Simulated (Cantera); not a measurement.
A Cantera script and its output.

```python
import numpy as np
import cantera as ct

gas = ct.Solution("gri30.yaml")
gas.TPX = 423, 25000, {'CH4': 1, 'O2': 1.54, 'N2': 8}
inlet = ct.Reservoir(gas, clone=True)
gas.equilibrate("HP")  # start burning
reactor = ct.IdealGasConstPressureReactor(gas, energy="on", clone=False)
exhaust = ct.Reservoir(gas, clone=True)
tau = [0.31, 0.13, 0.057, 0.025, 0.011, 0.0046, 0.002, 0.00085, 0.00037, 0.00016, 6.8e-05][0]
for a, b in ((inlet, reactor), (reactor, exhaust)):
    ct.MassFlowController(a, b, mdot=lambda t: reactor.mass / tau)
net = ct.ReactorNet([reactor])
show = ['CH4', 'O2', 'NO', 'HO2', 'C2H6', 'CH2']

rows = []
print(f"{'tau/s':>10s}{'T/K':>9s}" + "".join(f"{s:>11s}" for s in show))
for tau in [0.31, 0.13, 0.057, 0.025, 0.011, 0.0046, 0.002, 0.00085, 0.00037, 0.00016, 6.8e-05]:
    net.initial_time = 0.0
    net.advance(30 * tau)
    before = gas.X
    net.advance(40 * tau)
    drift = np.max(np.abs(gas.X - before) / (gas.X + 1e-9))
    rows.append([gas.T, *gas[show].X, drift])
    print(f"{tau:10.3e}{gas.T:9.1f}" + "".join(f"{x:11.3e}" for x in gas[show].X))
```

Output:

```
     tau/s      T/K        CH4         O2         NO        HO2       C2H6        CH2
 3.100e-01   1833.9  1.935e-05  1.297e-04  1.264e-04  1.787e-08  8.172e-10  4.501e-07
 1.300e-01   1825.9  2.862e-05  2.313e-04  1.310e-04  3.187e-08  1.632e-09  7.710e-07
 5.700e-02   1816.7  4.599e-05  3.955e-04  1.316e-04  5.417e-08  3.666e-09  1.303e-06
 2.500e-02   1806.0  8.092e-05  6.766e-04  1.280e-04  9.347e-08  9.719e-09  2.261e-06
 1.100e-02   1793.2  1.540e-04  1.185e-03  1.184e-04  1.728e-07  3.038e-08  4.045e-06
 4.600e-03   1773.9  3.301e-04  2.293e-03  9.802e-05  3.926e-07  1.212e-07  7.651e-06
 2.000e-03   1740.0  7.625e-04  4.807e-03  6.490e-05  1.150e-06  5.771e-07  1.393e-05
 8.500e-04    423.0  9.488e-02  1.461e-01 -2.167e-19 -1.036e-19 -8.849e-18  4.086e-34
 3.700e-04    423.0  9.488e-02  1.461e-01 -1.032e-22 -4.930e-23 -4.214e-21 -6.181e-36
 1.600e-04    423.0  9.488e-02  1.461e-01 -6.517e-24 -3.105e-24 -2.662e-22 -1.033e-36
 6.800e-05    423.0  9.488e-02  1.461e-01 -4.116e-25 -1.924e-25 -1.681e-23 -3.698e-38
```

Computed with Cantera and GRI-Mech 3.0 (53 species, 325 reactions).
